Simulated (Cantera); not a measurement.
Feed: 1 mol B₂O₃, 2.5 mol HF, 0.99 mol H₂, 2 mol Cl₂, equilibrated at 1330 Pa.

Cantera equilibrium calculation (NASA polynomials, part measured and part estimated; ideal gas, pure solids and liquids). Candidate condensed phases: B, B₂O₃, B₃O₃H₃, H₂O; 56 gas species. Gases not in the tables: H₃BO₃. Equilibrium is a limit: real reactors are often held back by kinetics, nucleation or transport.

Q: At 1123 K, list the 4 most abundant gas species with their mole fractions, and the condensed phases.

A: HCl 0.619, HF 0.110, BF₃ 0.0993, O₂ 0.0660. Condensed: B₂O₃(l).
